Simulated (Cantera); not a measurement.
Charge: 1 mol SiH4, 1000 mol H2, equilibrated at 2575 K and 2.60 mbar.

Method: chemical equilibrium by Gibbs-energy minimisation in Cantera with the NASA 1993 tables (ideal gas, pure condensed phases). Candidate condensed phases: Si; 9 gas species. Equilibrium is a limit: real reactors are often held back by kinetics, nucleation or transport.

Base state: H2 0.513, H 0.486, Si 0.000748 (mole fractions); condensed: gas only.

Problem. What changes in the equilibrium state with this change: temperature from 2575 K to 1048 K?

Solution. 
```tsv
species	before	after
H2	0.513	1.00
H	0.486	1.52e-7
Si	0.000748	<1e-9
Si(s), mol	0	1.000
```
